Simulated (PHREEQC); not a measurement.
Dissolve 3.6 mmol/kgw TMAH and 49 mmol/kgw KH2PO4 at 25 °C. Closed to the air; pH follows from the charge balance.

Equilibrium calculation in PHREEQC: ion-association model, phreeqc.dat.

The ionic strength comes out as 0.0559 mol/kgw. What activity coefficients do K+, KHPO4-, HPO4-2, H2PO4-, H+ get?

K+ 0.81, KHPO4- 0.82, HPO4-2 0.45, H2PO4- 0.82, H+ 0.85.

This is a speciation only: nothing precipitates in the calculation. Species that the database lacks are ignored. (CH3)4N+ isn't in the database: it is added as a free cation with an ion size of 4 Å.
